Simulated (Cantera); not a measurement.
A Cantera script and what it prints.

```python
import numpy as np
import cantera as ct

gas_names = """
    Cu CuO Cu2 H HNO HNO2 HNO3 HO2 H2 H2O H2O2 N NH NH2 NH3 NH2OH NO NO2 NO3 N2 N2H2 N2H4 N2O O OH O2 O3
""".split()
cond_names = """
    Cu(cr) Cu(L) CuO(s) CuO2H2(s) Cu2O(s) Cu2O(L) H2O(s) H2O(L)
""".split()


# ... load() reads the species with a 1 bar reference pressure and builds the phases ...
atoms = {
    'Cu2O': {'Cu': 2, 'O': 1},
    'H2': {'H': 2},
    'N2': {'N': 2},
}
top_T = {'CuO(s)': 1390}  # K; cautious upper limits of use, not melting points


# ... equilibrate(T, P, feed) seeds the gas with the atoms and calls Mixture.equilibrate('TP', solver="vcs", rtol=1e-11, max_steps=5000) ...
results = []
feed = {'Cu2O': 1, 'H2': 1.7, 'N2': 24}  # mol
T = 1225  # K
P = 63  # Pa
mix = equilibrate(T, P, feed)
results.append((T, P, feed, dict(zip(mix.species_names, mix.species_moles))))
x = sorted(zip(gas.X, gas.species_names), reverse=True)
print(f"T = {T:g} K  P = {P:g} Pa  gas = {mix.phase_moles(0):.4g} mol")
print("   x: " + "  ".join(f"{s} {v:.3e}" for v, s in x if v > 1e-06))
print("   condensed (mol): " + ("  ".join(f"{mix.phase(i).name} {mix.phase_moles(i):.4g}"
      for i in range(1, mix.n_phases) if mix.phase_moles(i) > 1e-12) or "none"))
```

It prints:

```
T = 1225 K  P = 63 Pa  gas = 25.7 mol
   x: N2 9.338e-01  H2O 3.891e-02  H2 2.724e-02  Cu 3.840e-05  H 2.049e-06
   condensed (mol): Cu(cr) 1.999
```

These are equilibrium values from Cantera (NASA tables, ideal gas, pure condensed phases), not measurements of a reactor.
